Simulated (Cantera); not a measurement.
A freely propagating, adiabatic, planar premixed flame of CH₄ : H₂ : O₂ : N₂ = 1 : 0.057 : 1.69 : 6.36 (molar parts), unburnt at 375 K and 1.00 bar; mixture-averaged transport, grid criteria slope 0.08 and curve 0.16, no radiation.

Detailed kinetics in Cantera: GRI-Mech 3.0 (53 species, 325 reactions). Burning velocities carry a grid error of a few per cent, more on coarse grids.

x: mole fraction of selected species; z is measured from the peak of heat release.

```
z (mm)  T (K)  u (m/s)     x CH₄     x H₂      x O₂       x H     x CH₃   x H₂O₂
------  -----  -------  --------  -------  --------  --------  --------  -------
-1.24     375    0.518     0.110  0.00722     0.185     <1e-8     <1e-8    <1e-8
-0.830    377    0.522     0.109  0.00960     0.185     <1e-8   3.81e-8  1.59e-7
-0.622    387    0.538     0.108   0.0128     0.184     <1e-8   2.17e-7  9.60e-7
-0.415    [?]    0.670     0.102   0.0197     0.177   4.19e-8   3.49e-6  7.58e-6
-0.207    [?]     1.40    0.0695   0.0302     0.136   7.87e-5  0.000326  1.74e-5
-0.104    [?]     2.04    0.0377   0.0351    0.0918  0.000639   0.00210  7.81e-6
0         [?]     2.61   0.00944   0.0363    0.0437   0.00322   0.00283  1.20e-6
0.104    1959     2.85  0.000842   0.0321    0.0165   0.00690  0.000557  2.66e-7
0.207    2000     2.90   4.14e-5   0.0293   0.00741   0.00870   3.64e-5  1.62e-7
0.415    2032     2.93   1.07e-7   0.0290   0.00374   0.00878   1.14e-7  1.31e-7
0.830    2068     2.98     <1e-8   0.0291   0.00256   0.00735     <1e-8  1.01e-7
1.66     2109     3.03     <1e-8   0.0285   0.00161   0.00540     <1e-8  6.95e-8
3.32     2145     3.08     <1e-8   0.0278  0.000810   0.00356     <1e-8  4.16e-8
```

Question: Fill in the missing entries.

Answer: 
- -0.415, T (K): 479
- -0.207, T (K): 980
- -0.104, T (K): 1416
- 0, T (K): 1796
